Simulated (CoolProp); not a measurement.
Cyclopentane along the isotherm 276.85 °C: fugacity coefficient from the reference equation and from simpler models built on Tc = 238.6 °C, pc = 4.583 MPa, ω = 0.202; each cubic takes its own stable root.

Computed with CoolProp (reference Helmholtz-energy equation of state, Gedanitz 2015).

```csv
p (MPa),phase,reference
0.687,gas,0.9586
1.37,gas,0.9183
2.06,gas,0.8784
2.75,gas,0.8391
3.44,gas,0.8004
4.12,gas,0.7628
4.81,supercritical,0.7248
5.5,supercritical,0.6870
6.19,supercritical,0.6493
6.87,supercritical,0.6128
```

Problem. How far does each simpler model (Redlich-Kwong, Soave-Redlich-Kwong) lie from the reference over these 10 states: mean and median of the absolute difference, and the worst?

Solution. 
- Redlich-Kwong: mean 0.1 %, median 0.1 %, worst -0.3 % at 276.85 °C and 6.87 MPa
- Soave-Redlich-Kwong: mean 1.0 %, median 0.9 %, worst +2.2 % at 276.85 °C and 6.87 MPa
